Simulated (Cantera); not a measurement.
**Adiabatic ignition**

An adiabatic, constant-pressure homogeneous reactor starts with 15.2 % CH₄, 17.9 % O₂, 67.0 % N₂, equivalence ratio 1.7, at 1725 K and 5.30 bar.

Cantera simulation using GRI-Mech 3.0 (53 species, 325 reactions); the numbers are that mechanism's predictions, not measurements.

| t (s) | T (K) | x CH₄ | x O₂ | x H₂O | x HCO | x CO₂ |
|---|---|---|---|---|---|---|
| 8.00e-6 | 1724 | 0.151 | 0.179 | 0.000238 | 2.18e-8 | 4.72e-7 |
| 1.50e-5 | 1726 | 0.150 | 0.178 | 0.000897 | 1.45e-7 | 3.65e-6 |
| 2.81e-5 | 1740 | 0.145 | 0.175 | 0.00411 | 1.04e-6 | 2.93e-5 |
| 5.28e-5 | 2199 | 0.0424 | 0.0857 | 0.0929 | 9.16e-5 | 0.00414 |
| 9.90e-5 | 2855 | 2.09e-11 | 0.000290 | 0.151 | 7.43e-7 | 0.0225 |
| 0.000186 | 2855 | 2.16e-11 | 0.000282 | 0.151 | 7.38e-7 | 0.0224 |
| 0.000348 | 2853 | 2.19e-11 | 0.000278 | 0.151 | 7.37e-7 | 0.0224 |
| 0.000653 | 2852 | 2.22e-11 | 0.000274 | 0.151 | 7.36e-7 | 0.0223 |
| 0.00122 | 2852 | 2.23e-11 | 0.000273 | 0.151 | 7.35e-7 | 0.0223 |
| 0.00230 | 2852 | 2.23e-11 | 0.000273 | 0.151 | 7.35e-7 | 0.0223 |
| 0.00431 | 2852 | 2.23e-11 | 0.000273 | 0.151 | 7.35e-7 | 0.0223 |
| 0.00808 | 2852 | 2.23e-11 | 0.000273 | 0.151 | 7.35e-7 | 0.0223 |
| 0.0152 | 2852 | 2.23e-11 | 0.000273 | 0.151 | 7.35e-7 | 0.0223 |
| 0.0284 | 2852 | 2.23e-11 | 0.000273 | 0.151 | 7.35e-7 | 0.0223 |
| 0.0533 | 2852 | 2.23e-11 | 0.000273 | 0.151 | 7.35e-7 | 0.0223 |
| 0.100 | 2852 | 2.23e-11 | 0.000273 | 0.151 | 7.35e-7 | 0.0223 |
x: mole fraction; the columns are a selection and need not sum to one.

```
Property                                                               Value
---------------------------------  -----------------------------------------
time of steepest temperature rise                                    54.1 µs
temperature at 0.100 s                                                2852 K
equilibrium temperature                                               2852 K
x(CH₄) at 0.100 s                  2.23e-11 (gas-phase equilibrium 2.53e-11)
x(O₂) at 0.100 s                   0.000273 (gas-phase equilibrium 0.000273)
x(H₂O) at 0.100 s                        0.151 (gas-phase equilibrium 0.151)
```
